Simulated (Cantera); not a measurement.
Charge: 1 mol H2S, 3.6 mol O2, 0.0086 mol SO2, equilibrated at 3227 °C and 1.33 mbar.

Cantera equilibrium calculation (NASA polynomials, part measured and part estimated; ideal gas, pure solids and liquids). Candidate condensed phases: H2O, H2SO4, S; 19 gas species. Rates play no part.

Base state: O 0.701, H 0.196, S 0.0964, SO 0.00284, O2 0.00270, OH 0.000900, H2 0.000146, SH 2.25e-5 (mole fractions); condensed: gas only.

**Question.** What changes in the equilibrium state with this change: H2S replaced by SF6?

**Answer.** 
```json
[
 {"species": "O", "before": "0.701", "after": "0.505"},
 {"species": "F", "before": "0", "after": "0.423"},
 {"species": "S", "before": "0.0964", "after": "0.0696"},
 {"species": "H", "before": "0.196", "after": "0"},
 {"species": "OH", "before": "0.000900", "after": "0"},
 {"species": "H2", "before": "0.000146", "after": "0"},
 {"species": "SH", "before": "2.25e-5", "after": "0"},
 {"species": "SO2", "before": "1.53e-5", "after": "5.70e-6"}
]
```
